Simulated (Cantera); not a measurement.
A perfectly stirred reactor is fed with H₂ : O₂ : N₂ = 1 : 0.806 : 8.87 (molar parts), equivalence ratio 0.62, at 5.30 bar; it is adiabatic with a 798 K inlet, and is followed from long to short residence time, starting on the burning branch (τ in s: 0.031, 0.01, 0.0035, 0.0012, 0.00038, 0.00013, 4.3e-05, 1.4e-05, 4.7e-06).

Detailed kinetics in Cantera: GRI-Mech 3.0 (53 species, 325 reactions). The hydrogen kinetics of GRI-Mech 3.0 are dated; newer H2 mechanisms differ, most at raised pressure.

### Question
What does this change do: O2 0.806 to 1.2 parts?

### Answer
| quantity | before | after |
|---|---|---|
| blow-out, bracketed by the residence times tried | burning at 43.0 µs, out at 14.0 µs | burning at 43.0 µs, out at 14.0 µs |
| x(H₂) at τ = 31.0 ms | 0.000131 | 0.000111 |
| x(O₂) at τ = 31.0 ms | 0.0301 | 0.0662 |
| x(N₂O) at τ = 31.0 ms | 1.86e-6 | 2.31e-6 |
| x(NO) at τ = 31.0 ms | 2.13e-6 | 1.55e-6 |
| x(NO₂) at τ = 31.0 ms | 4.05e-8 | 5.41e-8 |
| x(H₂) at τ = 0.380 ms | 0.00236 | 0.00211 |
| x(O₂) at τ = 0.380 ms | 0.0308 | 0.0668 |
| x(N₂O) at τ = 0.380 ms | 1.05e-6 | 1.51e-6 |
| x(NO) at τ = 0.380 ms | 2.07e-6 | 1.01e-6 |
| x(NO₂) at τ = 0.380 ms | 1.08e-8 | 1.36e-8 |
